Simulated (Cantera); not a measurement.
A Cantera script and what it prints.

```python
import numpy as np
import cantera as ct

gas_names = """
    B BH BH2 BH3 BO BO2 B2 B2O B2O2 B2O3 B3O3H3 H HBO HBO2 HO2 H2 H2O H2O2 H3B3O6 O OH O2 O3
""".split()
cond_names = """
    B(b) B(L) B2O3(L) B3O3H3(cr) H2O(s) H2O(L)
""".split()


# ... load() reads the species with a 1 bar reference pressure and builds the phases ...
atoms = {
    'B2H6': {'B': 2, 'H': 6},
    'O2': {'O': 2},
    'H2O': {'H': 2, 'O': 1},
}
top_T = {}  # K; cautious upper limits of use, not melting points


# ... equilibrate(T, P, feed) seeds the gas with the atoms and calls Mixture.equilibrate('TP', solver="vcs", rtol=1e-11, max_steps=5000) ...
results = []
T = 873  # K
P = 100000  # Pa
for m in [2, 3.4, 4.8, 6.2, 7.6, 9, 10, 12, 13]:
    feed = {'B2H6': 1, 'O2': 0.17, 'H2O': m}  # mol
    mix = equilibrate(T, P, feed)
    results.append((T, P, feed, dict(zip(mix.species_names, mix.species_moles))))
    x = sorted(zip(gas.X, gas.species_names), reverse=True)
    print(f"T = {T:g} K  P = {P:g} Pa  n(H2O) = {m:g} mol  gas = {mix.phase_moles(0):.4g} mol")
    print("   x: " + "  ".join(f"{s} {v:.3e}" for v, s in x if v > 0.001))
    print("   condensed (mol): " + ("  ".join(f"{mix.phase(i).name} {mix.phase_moles(i):.4g}"
          for i in range(1, mix.n_phases) if mix.phase_moles(i) > 1e-12) or "none"))
```

Result:

```
T = 873 K  P = 100000 Pa  n(H2O) = 2 mol  gas = 4.988 mol
   x: H2 9.950e-01  B3O3H3 4.998e-03
   condensed (mol): B(b) 0.4151  B2O3(L) 0.7551
T = 873 K  P = 100000 Pa  n(H2O) = 3.4 mol  gas = 6.393 mol
   x: H2 8.853e-01  H2O 1.125e-01  H3B3O6 2.152e-03
   condensed (mol): B2O3(L) 0.9794
T = 873 K  P = 100000 Pa  n(H2O) = 4.8 mol  gas = 7.77 mol
   x: H2 7.284e-01  H2O 2.638e-01  H3B3O6 7.726e-03
   condensed (mol): B2O3(L) 0.9099
T = 873 K  P = 100000 Pa  n(H2O) = 6.2 mol  gas = 9.142 mol
   x: H2 6.191e-01  H2O 3.681e-01  H3B3O6 1.273e-02
   condensed (mol): B2O3(L) 0.8254
T = 873 K  P = 100000 Pa  n(H2O) = 7.6 mol  gas = 10.51 mol
   x: H2 5.385e-01  H2O 4.446e-01  H3B3O6 1.690e-02
   condensed (mol): B2O3(L) 0.7335
T = 873 K  P = 100000 Pa  n(H2O) = 9 mol  gas = 11.88 mol
   x: H2O 5.032e-01  H2 4.765e-01  H3B3O6 2.035e-02
   condensed (mol): B2O3(L) 0.6374
T = 873 K  P = 100000 Pa  n(H2O) = 10 mol  gas = 12.86 mol
   x: H2O 5.373e-01  H2 4.403e-01  H3B3O6 2.245e-02
   condensed (mol): B2O3(L) 0.567
T = 873 K  P = 100000 Pa  n(H2O) = 12 mol  gas = 14.81 mol
   x: H2O 5.918e-01  H2 3.822e-01  H3B3O6 2.596e-02
   condensed (mol): B2O3(L) 0.4234
T = 873 K  P = 100000 Pa  n(H2O) = 13 mol  gas = 15.78 mol
   x: H2O 6.140e-01  H2 3.586e-01  H3B3O6 2.743e-02
   condensed (mol): B2O3(L) 0.3506
```

Cantera equilibrium calculation (NASA polynomials, part measured and part estimated; ideal gas, pure solids and liquids). The feed counts by its element totals alone. Gases not in the tables: H3BO3.
